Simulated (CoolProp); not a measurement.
A single-stage vapour-compression cycle with carbonyl sulfide: evaporating at 226.15 K (dew point), condensing at 272.15 K (bubble point), superheat 10 K, subcooling 5 K, compressor efficiency 0.7, no pressure losses. Each further row changes one setting.

The numbers come from the reference Helmholtz-energy equation of state, Lemmon 2006 in CoolProp. It is a short technical equation, of lower accuracy than the large ones.

```
case                              cooling COP  pressure ratio  discharge temperature (K)  refrigerating effect (kJ/kg)  volumetric capacity (kJ/m³)
--------------------------------  -----------  --------------  -------------------------  ----------------------------  ---------------------------
as stated                                   ?            5.39                      371.8                           263                          969
evaporating temperature 231.15 K         3.38            4.33                      359.0                           266                         1200
condensing temperature 267.15 K          3.30            4.63                      358.3                           270                          992
subcooling 10 K                             ?            5.39                      371.8                           270                          992
superheat 20 K                              ?            5.39                      385.4                           270                          950
compressor efficiency 0.6                   ?            5.39                          ?                           263                          969
```

Question: Complete the blanks.

Answer: 
- as stated, cooling COP: 2.89
- subcooling 10 K, cooling COP: 2.96
- superheat 20 K, cooling COP: 2.84
- compressor efficiency 0.6, cooling COP: 2.48
- compressor efficiency 0.6, discharge temperature (K): 391.2
